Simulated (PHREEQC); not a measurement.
Consider water at 25 °C with 0.33 mol/kgw Ca(NO3)2. Closed to the air; pH follows from the charge balance.

Model: ion-association model, phreeqc.dat, run in PHREEQC.

No solid was allowed to form.

Task: Estimate the activity of water, density.

Result: activity of water 0.983; density 1.036 g/cm³.

The ionic strength is past about 0.7 mol/kgw, beyond the range of this activity model, so the values are rough.
